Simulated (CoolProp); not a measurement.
Vapour-liquid equilibrium of toluene (1) + o-xylene (2) at 18.7 kPa; x and y are mole fractions of (1).

Model: multi-fluid Helmholtz-energy mixture model, Lemmon 2006 and Zhou 2012; pair parameters Bell 2016, in CoolProp.

| x | bubble temperature, mixture model (°C) | bubble temperature, Raoult's law (°C) | y, mixture model | y, Raoult's law |
|---|---|---|---|---|
| 0.05 | 87.8 | 87.7 | ___ | 0.135 |
| 0.125 | 84.4 | 84.3 | ___ | 0.300 |
| 0.2 | 81.3 | 81.2 | 0.429 | 0.433 |
| 0.275 | 78.4 | 78.3 | 0.539 | 0.540 |
| 0.35 | 75.7 | 75.8 | 0.628 | 0.628 |
| 0.425 | 73.3 | 73.4 | 0.702 | 0.701 |
| 0.5 | ___ | 71.3 | 0.763 | 0.762 |
| 0.575 | 69.1 | 69.3 | ___ | 0.814 |
| 0.65 | 67.3 | 67.4 | 0.858 | 0.858 |
| 0.725 | 65.6 | 65.7 | 0.896 | 0.897 |
| 0.8 | 64.0 | 64.1 | ___ | 0.930 |
| 0.875 | 62.5 | 62.6 | ___ | 0.959 |
| 0.95 | 61.1 | 61.1 | ___ | 0.985 |

**Question.** What belongs in the gaps?

**Answer.** 
- 0.05, y, mixture model: 0.130
- 0.125, y, mixture model: 0.295
- 0.5, bubble temperature, mixture model (°C): 71.1
- 0.575, y, mixture model: 0.815
- 0.8, y, mixture model: 0.929
- 0.875, y, mixture model: 0.958
- 0.95, y, mixture model: 0.984

The largest gap from Raoult's law is -0.2 K in bubble temperature, at x = 0.575. No azeotrope shows between x = 0.05 and 0.95.

Pair parameters are fitted to limited data, so mixtures are less certain than the pure fluids. The gap from Raoult's law changes sign with composition, which may be real or a fault of the pair parameters; it wasn't checked against measurements.
